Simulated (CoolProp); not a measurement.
Propylene at several states: Z from the reference equation and from simpler models built on Tc = 91.1 °C, pc = 4555 kPa, ω = 0.146; each cubic takes its own stable root.

Computed with CoolProp (reference Helmholtz-energy equation of state, Lemmon 2013).

```json
[
 {"T (°C)": "89.35", "p (kPa)": "38.4", "phase": "gas", "reference": "0.9971", "van der Waals": "0.9975", "Redlich-Kwong": "0.9971", "Peng-Robinson": "0.9968"},
 {"T (°C)": "8.55", "p (kPa)": "26.1", "phase": "gas", "reference": "0.9956", "van der Waals": "0.9969", "Redlich-Kwong": "0.9960", "Peng-Robinson": "0.9955"},
 {"T (°C)": "227.95", "p (kPa)": "16.8", "phase": "gas", "reference": "0.9996", "van der Waals": "0.9995", "Redlich-Kwong": "0.9995", "Peng-Robinson": "0.9995"},
 {"T (°C)": "-123.45", "p (kPa)": "44.1", "phase": "liquid", "reference": "0.002136", "van der Waals": "0.003431", "Redlich-Kwong": "0.002302", "Peng-Robinson": "0.002049"},
 {"T (°C)": "-127.45", "p (kPa)": "56.1", "phase": "liquid", "reference": "0.002774", "van der Waals": "0.004461", "Redlich-Kwong": "0.002993", "Peng-Robinson": "0.002666"}
]
```
